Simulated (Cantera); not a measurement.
**Ammonia decomposition in nitride growth gas**

A perfectly stirred reactor is fed with NH₃ : N₂ = 1 : 0.16 (molar parts), at 1.09 atm; it is held at 1648 K, and followed from long to short residence time.

Computed with Cantera and the gas-phase N/H chemistry of the illustrative SiF4/NH3 mechanism in the Surface Chemkin manual (1991). Walls and surfaces, which speed up NH3 decomposition in real reactors, are not modelled.

| τ (s) | x NH₃ | x N₂H₂ | x H | x NH | x N₂H₄ | x N |
|---|---|---|---|---|---|---|
| 1.1 | 0.600 | 4.45e-7 | 1.47e-5 | 4.43e-7 | 1.78e-7 | 1.08e-8 |
| 0.53 | 0.704 | 6.06e-7 | 8.60e-6 | 4.63e-7 | 2.28e-7 | 9.84e-9 |
| 0.25 | 0.776 | 7.37e-7 | 4.59e-6 | 4.57e-7 | 2.69e-7 | 7.92e-9 |
| 0.12 | 0.818 | 8.20e-7 | 2.36e-6 | 4.30e-7 | 2.96e-7 | 5.50e-9 |
| 0.055 | 0.841 | 8.64e-7 | 1.13e-6 | 3.93e-7 | 3.14e-7 | 3.17e-9 |
| 0.026 | 0.852 | 8.76e-7 | 5.53e-7 | 3.61e-7 | 3.22e-7 | 1.67e-9 |
| 0.012 | 0.857 | 8.61e-7 | 2.62e-7 | 3.35e-7 | 3.19e-7 | 8.10e-10 |
| 0.0056 | 0.860 | 8.12e-7 | 1.27e-7 | 3.10e-7 | 3.03e-7 | 3.89e-10 |
| 0.0026 | 0.861 | 7.06e-7 | 6.22e-8 | 2.74e-7 | 2.65e-7 | 1.84e-10 |
x: mole fraction; the columns are a selection and need not sum to one.
